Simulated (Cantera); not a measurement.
A closed system holds: 1 mol (CH3)2SiCl2, 0.11 mol C2H4, 51 mol H2, held at 1250 K and 750 Torr.

These are equilibrium values from Cantera (NASA tables, ideal gas, pure condensed phases), not measurements of a reactor. Candidate condensed phases: C, C6H6, C7H8, C8H18, Si, SiC; 109 gas species. The feed counts by its element totals alone. Rates play no part.

Base state: H2 0.954, HCl 0.0364, CH4 0.01000, SiCl4 2.38e-5, SiHCl3 2.22e-5 (mole fractions); condensed: C(graphite) + SiC(s).

Problem. What changes in the equilibrium state with this change: temperature from 1250 K to 1500 K?

Solution. 
```
species            before    after
----------------  -------  -------
H2                  0.954    0.961
HCl                0.0364   0.0362
CH4               0.01000  0.00237
SiCl2             7.89e-6  3.19e-5
H                 4.72e-7  1.73e-5
SiCl4             2.38e-5  8.59e-7
SiHCl3            2.22e-5  2.36e-6
C(graphite), mol    0.677     1.09
SiC(s), mol         0.997    0.998
```
